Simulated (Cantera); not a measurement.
Feed: 1 mol SiHCl3, 2 mol N2, 11 mol H2, equilibrated at 0.100 bar.

Equilibrium computed with Cantera from the NASA thermochemical tables; the gas is ideal and each condensed phase is pure. Candidate condensed phases: NH4Cl, Si, Si3N4; 28 gas species. N2 is the only nitrogen source here; it is nearly inert below about 1500 K, so the nitride shown seldom forms there in practice. Gases not in the tables: Si2H6 and higher silanes. Rates play no part.

Problem. What share of the Si ends up in condensed phases as a function of T (K), at 848, 998, 1148, 1298, 1448, 1598, 1748, 1898?

Solution. 
```csv
T (K),Si condensed (%),as
848,94.3,Si3N4(s)
998,96.7,Si3N4(s)
1148,97.8,Si3N4(s)
1298,97.8,Si3N4(s)
1448,94.3,Si3N4(s)
1598,77.7,Si3N4(s)
1748,45.5,Si3N4(s)
1898,31.3,Si(l)
```
